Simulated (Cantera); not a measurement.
Input: 1 mol FeS2, 53 mol H2, held at 0.000170 bar.

Cantera equilibrium calculation (NASA polynomials, part measured and part estimated; ideal gas, pure solids and liquids). Candidate condensed phases: Fe, FeS, FeS2, S; 8 gas species. FeS: taken at fixed stoichiometry. Gases not in the tables: S3 to S7. Rates play no part.

Task: Which condensed phases are stable at each of these points (T (K)): 698, 898, 1098, 1298, 1498, 1698, 1898, 2098?

Result: 
```json
[
 {"T (K)": "698", "condensed phases": "FeS(s)", "Fe condensed (%)": "100.0"},
 {"T (K)": "898", "condensed phases": "FeS(s)", "Fe condensed (%)": "100.0"},
 {"T (K)": "1098", "condensed phases": "FeS(s)", "Fe condensed (%)": "100.0"},
 {"T (K)": "1298", "condensed phases": "FeS(s)", "Fe condensed (%)": "100.0"},
 {"T (K)": "1498", "condensed phases": "Fe(γ)", "Fe condensed (%)": "95.4"},
 {"T (K)": "1698", "condensed phases": "gas only", "Fe condensed (%)": "0.0"},
 {"T (K)": "1898", "condensed phases": "gas only", "Fe condensed (%)": "0.0"},
 {"T (K)": "2098", "condensed phases": "gas only", "Fe condensed (%)": "0.0"}
]
```

From 698 K to 1298 K the condensed part is FeS(s). At 1498 K the condensed part is Fe(γ). From 1698 K to 2098 K nothing is condensed.
